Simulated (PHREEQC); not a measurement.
Solution (32 °C): 0.0011 mol/kgw H2SO4, 0.00045 mol/kgw K2SO4 and 0.0029 mol/kgw H3BO3. Closed to the air; pH follows from the charge balance.

All values are PHREEQC results (Pitzer model, pitzer.dat), not measurements.

```csv
quantity,before,after
pH,2.74,2.72
ionic strength (mol/kgw),0.00420,0.00320
B(OH)4- (mol/kgw),9.84e-10,9.45e-10
```

**Question.** Name the change that produced these shifts.
(A) H2SO4 from 0.0011 to 0.00165 mol/kgw
(B) H2SO4 from 0.0011 to 0.0022 mol/kgw
(C) H3BO3 from 0.0029 to 0.00058 mol/kgw
(D) diluted 10-fold with water
(E) K2SO4 from 0.00045 to 9e-05 mol/kgw

**Answer.** E, K2SO4 from 0.00045 to 9e-05 mol/kgw

No solid was allowed to form.
